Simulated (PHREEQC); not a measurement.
Make-up at 80 °C: 0.00011 mol/kgw PbCl2, 0.22 mol/kgw NaCl and 0.0027 mol/kgw Zn(NO3)2. Closed to the air; pH follows from the charge balance.

Computed with PHREEQC (ion-association model, phreeqc.dat).

Precipitation was switched off in this run.

Question: What pH does the model give?

Answer: pH 5.44.

Question: In which forms is Zn present?

Answer: ZnCl+ 49 %, Zn+2 43 %, ZnCl2 5.9 %, ZnCl3- 2.0 %, ZnCl4-2 0.6 % of the Zn.

Away from 25 °C the constants follow the database's enthalpies or fits; those with neither stay at their 25 °C values.
